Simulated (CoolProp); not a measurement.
Aqueous ammonia as a coolant, 29 % by mass, freezing at -77.4 °C, 1 atm.

Computed with CoolProp (Melinder's fits for secondary coolants).

```tsv
T (°C)	density (kg/m³)	cp (kJ/(kg K))	viscosity (mPa s)	conductivity (W/(m K))
-31.8	922.6	4.299	8.31	0.360
-26	920.1	4.286	6.19	0.370
-20.1	917.4	4.275	4.73	0.380
-14.3	914.6	4.266	3.72	0.390
-8.4	911.5	4.259	2.98	0.400
-2.6	908.3	4.253	2.45	0.411
3.2	905.0	4.248	2.04	0.421
9.1	901.5	4.244	1.72	0.431
14.9	898.0	4.240	1.46	0.441
20.8	894.3	4.235	1.25	0.451
```
